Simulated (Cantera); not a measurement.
Si2H6 + O2 (silicon oxide and oxynitride deposition)

Charge: 1 mol Si2H6, a varied amount of O2, held at 1698.15 K and 750 Torr.

Method: chemical equilibrium by Gibbs-energy minimisation in Cantera with the NASA 1993 tables (ideal gas, pure condensed phases). Candidate condensed phases: H2O, Si, SiO2; 18 gas species. The feed counts by its element totals alone. The tables hold silica as quartz up to 1696 K and as liquid above; real silica turns to tridymite and cristobalite and melts near 1996 K. Gases not in the tables: Si(OH)4. Kinetics and transport are ignored.

| n(O2) (mol) | x H2O | x O2 | x H2 | x OH | x H | x O | x HO2 | n SiO2(condensed) |
|---|---|---|---|---|---|---|---|---|
| 2.5 | 0.333 | 9.71e-11 | 0.667 | 3.04e-6 | 0.000118 | 4.32e-10 | <1e-12 | 2.00 |
| 3.1 | 0.733 | 2.94e-9 | 0.267 | 1.06e-5 | 7.48e-5 | 2.38e-9 | 2.37e-12 | 2.00 |
| 3.8 | 0.908 | 0.0907 | 5.94e-5 | 0.000877 | 1.12e-6 | 1.32e-5 | 1.09e-6 | 2.00 |
| 4.8 | 0.697 | 0.302 | 2.50e-5 | 0.00104 | 7.24e-7 | 2.41e-5 | 2.36e-6 | 2.00 |
| 5.9 | 0.555 | 0.444 | 1.64e-5 | 0.00102 | 5.87e-7 | 2.92e-5 | 2.81e-6 | 2.00 |
| 7.3 | 0.441 | 0.558 | 1.16e-5 | 0.000962 | 4.94e-7 | 3.28e-5 | 2.97e-6 | 2.00 |
| 9.1 | 0.348 | 0.651 | 8.51e-6 | 0.000889 | 4.22e-7 | 3.54e-5 | 2.96e-6 | 2.00 |
| 11 | 0.285 | 0.714 | 6.65e-6 | 0.000823 | 3.74e-7 | 3.70e-5 | 2.87e-6 | 2.00 |
| 14 | 0.222 | 0.777 | 4.96e-6 | 0.000742 | 3.22e-7 | 3.86e-5 | 2.70e-6 | 2.00 |
| 17 | 0.181 | 0.818 | 3.95e-6 | 0.000679 | 2.88e-7 | 3.96e-5 | 2.54e-6 | 2.00 |
| 22 | 0.139 | 0.860 | 2.96e-6 | 0.000603 | 2.49e-7 | 4.07e-5 | 2.31e-6 | 2.00 |
x: gas mole fraction; n: condensed amount in mol.

From 2.5 mol O2 to 22 mol O2 the condensed part is SiO2(condensed).
